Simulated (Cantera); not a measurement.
Charge: 1 mol SiCl₄, 0.028 mol Cl₂, 35 mol N₂, 2.7 mol HCl, equilibrated at 1725 K and 133 Pa.

Cantera equilibrium calculation (NASA polynomials, part measured and part estimated; ideal gas, pure solids and liquids). Candidate condensed phases: NH₄Cl, Si, Si₃N₄; 28 gas species. The tables' values for SiCl₃ are old estimates; treat these amounts as uncertain. Rates play no part.

Base state: N₂ 0.867, HCl 0.0668, Cl 0.0413, SiCl₂ 0.0175, SiCl₃ 0.00479, SiCl₄ 0.00244, Cl₂ 4.75e-5, H₂ 4.06e-5 (mole fractions); condensed: gas only.

### Question
What changes in the equilibrium state with this change: SiCl₄ replaced by Si₃H₈?

### Answer
| species | before | after |
|---|---|---|
| N₂ | 0.867 | 0.837 |
| H₂ | 4.06e-5 | 0.114 |
| HCl | 0.0668 | 0.0256 |
| Cl | 0.0413 | 0.000298 |
| SiCl₂ | 0.0175 | 0.0198 |
| Si₂N | <1e-9 | 2.49e-5 |
| Si | 3.53e-8 | 0.000761 |
| Si(l), mol | 0 | 2.12 |
The feed counts by its element totals alone. The tables' values for SiCl, SiCl₃, SiN are old estimates; treat these amounts as uncertain.
